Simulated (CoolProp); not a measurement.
A single-stage vapour-compression cycle with the fluid: evaporating at 246.15 K (dew point), condensing at 266.15 K (bubble point), superheat 5 K, subcooling 5 K, compressor efficiency 0.6, no pressure losses. The same conditions are run with several fluids, on thermodynamics alone (safety and materials aside).

Model: reference Helmholtz-energy equation of state of each fluid (R134a: Tillner-Roth 1994; trans-2-butene: Lemmon 2005; R507A: Lemmon 2003; R125: Lemmon 2005; R124: de Vries 1995; R245fa: Akasaka 2015), in CoolProp. Blends and air are pseudo-pure fits.

```json
[
 {"fluid": "R134a", "cooling COP": "7.05", "pressure ratio": "2.32", "discharge temperature (K)": "289.7", "refrigerating effect (kJ/kg)": "202", "volumetric capacity (kJ/m³)": "997"},
 {"fluid": "trans-2-butene", "cooling COP": "7.12", "pressure ratio": "2.44", "discharge temperature (K)": "290.9", "refrigerating effect (kJ/kg)": "405", "volumetric capacity (kJ/m³)": "336"},
 {"fluid": "R507A", "cooling COP": "6.94", "pressure ratio": "2.07", "discharge temperature (K)": "284.7", "refrigerating effect (kJ/kg)": "168", "volumetric capacity (kJ/m³)": "2070"},
 {"fluid": "R125", "cooling COP": "6.93", "pressure ratio": "2.07", "discharge temperature (K)": "281.9", "refrigerating effect (kJ/kg)": "138", "volumetric capacity (kJ/m³)": "2210"},
 {"fluid": "R124", "cooling COP": "7.10", "pressure ratio": "2.41", "discharge temperature (K)": "285.6", "refrigerating effect (kJ/kg)": "160", "volumetric capacity (kJ/m³)": "554"},
 {"fluid": "R245fa", "cooling COP": "7.13", "pressure ratio": "2.91", "discharge temperature (K)": "287.3", "refrigerating effect (kJ/kg)": "204", "volumetric capacity (kJ/m³)": "174"}
]
```
